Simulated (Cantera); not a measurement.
Input: 1 mol V2O5, a varied amount of H2, 0.97 mol H2O, held at 1427 °C and 3.80 bar.

Method: chemical equilibrium by Gibbs-energy minimisation in Cantera with the NASA 1993 tables (ideal gas, pure condensed phases). Candidate condensed phases: H2O, V, VO, V2O3, V2O4, V2O5; 12 gas species. Mutual solubility and eutectic melting of coexisting phases are not modelled. VO: taken at fixed stoichiometry. Condensed phases not in the tables: the oxides between V2O3 and V2O5 other than VO2. Kinetics and transport are ignored.

x: gas mole fraction; n: condensed amount in mol.

```
n(H2) (mol)   x H2    x H2O      x H     x OH    x VO2  n V2O3(s)  n VO(s)
-----------  -----  -------  -------  -------  -------  ---------  -------
64           0.954   0.0457  7.38e-5      [?]  3.19e-8      1.000        0
99           0.970   0.0297  7.45e-5      [?]  2.55e-8      1.000        0
130          0.977   0.0227  7.47e-5      [?]  2.22e-8      1.000        0
170          0.983   0.0174  7.49e-5      [?]  1.94e-8      1.000        0
200          0.985   0.0148  7.50e-5      [?]  1.78e-8      1.000        0
240          0.988   0.0123  7.51e-5      [?]  1.63e-8      1.000        0
270          0.989   0.0110  7.52e-5      [?]  1.53e-8      1.000        0
310          0.990  0.00963  7.52e-5  3.78e-8  1.44e-8      0.974   0.0517
340          0.990  0.00963  7.52e-5  3.78e-8  1.44e-8      0.685    0.630
380          0.990  0.00963  7.52e-5  3.78e-8  1.44e-8      0.300     1.40
410          0.990  0.00963  7.52e-5  3.78e-8  1.44e-8     0.0108     1.98
450          0.991  0.00880  7.53e-5  3.45e-8  1.31e-8          0     2.00
480          0.992  0.00825  7.53e-5  3.24e-8  1.23e-8          0     2.00
```

Fill in the missing entries.


- 64, x OH: 1.83e-7
- 99, x OH: 1.18e-7
- 130, x OH: 8.96e-8
- 170, x OH: 6.84e-8
- 200, x OH: 5.82e-8
- 240, x OH: 4.84e-8
- 270, x OH: 4.30e-8
